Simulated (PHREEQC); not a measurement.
A solution holds 0.018 mol/kgw K2SiO3 and 0.0048 mol/kgw HNO3, at 25 °C. Closed to the air; pH follows from the charge balance.

Equilibrium calculation in PHREEQC: ion-association model, phreeqc.dat.

This is a speciation only: nothing precipitates in the calculation.

Task: Order these Si species by the share of Si that they hold, largest first: H3SiO4-, H2SiO4-2, H4SiO4.

Result: H3SiO4- (90 %), H2SiO4-2 (9.6 %), H4SiO4 (0.53 %)

The pH is 11.98 and the ionic strength 0.0377 mol/kgw.
